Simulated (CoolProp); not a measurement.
The numbers come from the reference Helmholtz-energy equation of state, Thol 2018 in CoolProp.

**Question.** For hydrogen chloride, give the phase and the density (kg/m³), speed of sound (m/s), expansivity (1/kK) at 360.9 K and 89.1 bar; 360.9 K and 148 bar.

**Answer.** 
- 360.9 K and 89.1 bar: supercritical; density 161, speed of sound 289, expansivity 9.33
- 360.9 K and 148 bar: supercritical; density 442, speed of sound 290, expansivity 24.0
